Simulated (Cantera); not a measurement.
# Adiabatic ignition

An adiabatic, constant-pressure homogeneous reactor starts with 16.4 % CH₃OH, 17.5 % O₂, 66.1 % N₂, equivalence ratio 1.4, at 1775 K and 3.00 bar.

Model: GRI-Mech 3.0 (53 species, 325 reactions), integrated in Cantera. GRI-Mech 3.0 was tuned for natural gas; its chemistry of methanol as a main component is partial and can be far from experiment.

| t (s) | T (K) | x CH₃OH | x O₂ | x H₂O₂ | x C₂H₂ | x HCO | x NO₂ | x H₂ |
|---|---|---|---|---|---|---|---|---|
| 1.00e-6 | 1775 | 0.162 | 0.174 | 2.38e-5 | 1.49e-8 | 5.28e-7 | <1e-12 | 0.000563 |
| 3.39e-6 | 1785 | 0.151 | 0.168 | 0.000390 | 6.29e-8 | 1.29e-5 | 1.95e-11 | 0.00419 |
| 1.15e-5 | 2430 | <1e-12 | 0.0188 | 5.14e-7 | <1e-12 | 1.03e-6 | 2.16e-9 | 0.0549 |
| 3.89e-5 | 2850 | <1e-12 | 0.00800 | 4.16e-7 | <1e-12 | 3.98e-7 | 7.12e-8 | 0.0521 |
| 0.000132 | 2913 | <1e-12 | 0.00621 | 4.29e-7 | <1e-12 | 3.48e-7 | 3.19e-7 | 0.0508 |
| 0.000447 | 2906 | <1e-12 | 0.00571 | 4.06e-7 | <1e-12 | 3.47e-7 | 7.95e-7 | 0.0515 |
| 0.00152 | 2902 | <1e-12 | 0.00549 | 3.96e-7 | <1e-12 | 3.47e-7 | 9.95e-7 | 0.0519 |
| 0.00514 | 2902 | <1e-12 | 0.00549 | 3.96e-7 | <1e-12 | 3.47e-7 | 9.97e-7 | 0.0519 |
| 0.0174 | 2902 | <1e-12 | 0.00549 | 3.96e-7 | <1e-12 | 3.47e-7 | 9.97e-7 | 0.0519 |
| 0.0590 | 2902 | <1e-12 | 0.00549 | 3.96e-7 | <1e-12 | 3.47e-7 | 9.97e-7 | 0.0519 |
| 0.200 | 2902 | <1e-12 | 0.00549 | 3.96e-7 | <1e-12 | 3.47e-7 | 9.97e-7 | 0.0519 |
x: mole fraction; the columns are a selection and need not sum to one.

```json
{
 "time_of_steepest_temperature_rise": "9.43 µs",
 "temperature at 0.200 s": "2902 K",
 "equilibrium_temperature": "2902 K",
 "x(CH₃OH) at 0.200 s": "<1e-12 (gas-phase equilibrium <1e-12)",
 "x(O₂) at 0.200 s": "0.00549 (gas-phase equilibrium 0.00549)",
 "x(H₂O₂) at 0.200 s": "3.96e-7 (gas-phase equilibrium 3.96e-7)"
}
```
